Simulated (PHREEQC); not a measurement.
A solution holds 0.0065 mol NaBF4, 0.00019 mol NH4F and 0.011 mol (NH4)2SiF6 per kg of water, at 25 °C. It is in equilibrium with CO2 at log p = -3.4 (atm). Otherwise closed; pH follows from the charge balance.

Computed with PHREEQC (ion-association model, wateq4f.dat).

Each row changes one thing in this solution. No solid was allowed to form.

```
case                                                  pH  ionic strength (mol/kgw)  BF4- (mol/kgw)  HF (mol/kgw)  F- (mol/kgw)  H3BO3 (mol/kgw)  SI of Nahcolite (NaHCO3)  SI of Natron (Na2CO3:10H2O)
--------------------------------------------------  ----  ------------------------  --------------  ------------  ------------  ---------------  ------------------------  ---------------------------
as made                                             2.99                    0.0408         0.00466       0.00310       0.00248          0.00106                     -9.95                       -18.79
(NH4)2SiF6 from 0.011 to 0.0099 mol/kgw             2.99                    0.0375         0.00466       0.00311       0.00247          0.00106                     -9.94                       -18.78
diluted 10-fold with water                          3.17                   0.00449        0.000137       0.00150       0.00159         0.000448                    -10.72                       -20.34
(NH4)2SiF6 replaced by NH4BF4 at the same molality  2.92                    0.0190          0.0146       0.00424       0.00271          0.00122                    -10.00                       -18.90
diluted 2-fold with water                           3.04                    0.0208         0.00190       0.00254       0.00216         0.000924                    -10.18                       -19.26
NH4F from 0.00019 to 3.8e-05 mol/kgw                2.98                    0.0407         0.00464       0.00312       0.00240          0.00108                     -9.96                       -18.82
0.0024 mol/kgw HF added                             2.89                    0.0412         0.00514       0.00377       0.00238         0.000679                    -10.05                       -19.00
(NH4)2SiF6 from 0.011 to 0.0055 mol/kgw             3.00                    0.0243         0.00464       0.00312       0.00242          0.00108                     -9.93                       -18.75
```

Species that the database lacks are ignored. Some of these states are supersaturated (in Quartz (slow to form), for instance). SiF6-2 is the database's only silicon fluoride. Real BF4- forms and hydrolyses slowly; the run takes it at equilibrium.
